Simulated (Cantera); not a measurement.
Input: 1 mol B₂O₃, 0.44 mol N₂, 7.1 mol H₂, 0.37 mol NH₃, held at 13.3 mbar.

These are equilibrium values from Cantera (NASA tables, ideal gas, pure condensed phases), not measurements of a reactor. Candidate condensed phases: B, BN, B₂O₃, B₃O₃H₃, H₂O; 39 gas species. Mutual solubility and eutectic melting of coexisting phases are not modelled. The numbers say what is thermodynamically allowed, not how fast it happens.

Q: Which condensed phases are stable at each of these points (T (K)): 1448, 1473, 1498, 1523, 1548, 1573, 1598, 1623, 1648, 1673, 1698, 1723, 1748, 1773?

A: 
```json
[
 {"T (K)": "1448", "condensed phases": "BN(s) + B₂O₃(l)", "B condensed (%)": "97.3"},
 {"T (K)": "1473", "condensed phases": "BN(s) + B₂O₃(l)", "B condensed (%)": "96.3"},
 {"T (K)": "1498", "condensed phases": "BN(s) + B₂O₃(l)", "B condensed (%)": "94.7"},
 {"T (K)": "1523", "condensed phases": "BN(s) + B₂O₃(l)", "B condensed (%)": "92.5"},
 {"T (K)": "1548", "condensed phases": "BN(s) + B₂O₃(l)", "B condensed (%)": "89.2"},
 {"T (K)": "1573", "condensed phases": "B₂O₃(l)", "B condensed (%)": "84.6"},
 {"T (K)": "1598", "condensed phases": "B₂O₃(l)", "B condensed (%)": "78.1"},
 {"T (K)": "1623", "condensed phases": "B₂O₃(l)", "B condensed (%)": "68.9"},
 {"T (K)": "1648", "condensed phases": "B₂O₃(l)", "B condensed (%)": "55.8"},
 {"T (K)": "1673", "condensed phases": "B₂O₃(l)", "B condensed (%)": "37.0"},
 {"T (K)": "1698", "condensed phases": "B₂O₃(l)", "B condensed (%)": "9.9"},
 {"T (K)": "1723", "condensed phases": "gas only", "B condensed (%)": "0.0"},
 {"T (K)": "1748", "condensed phases": "gas only", "B condensed (%)": "0.0"},
 {"T (K)": "1773", "condensed phases": "gas only", "B condensed (%)": "0.0"}
]
```

From 1448 K to 1548 K the condensed part is BN(s) + B₂O₃(l). From 1573 K to 1698 K the condensed part is B₂O₃(l). From 1723 K to 1773 K nothing is condensed.
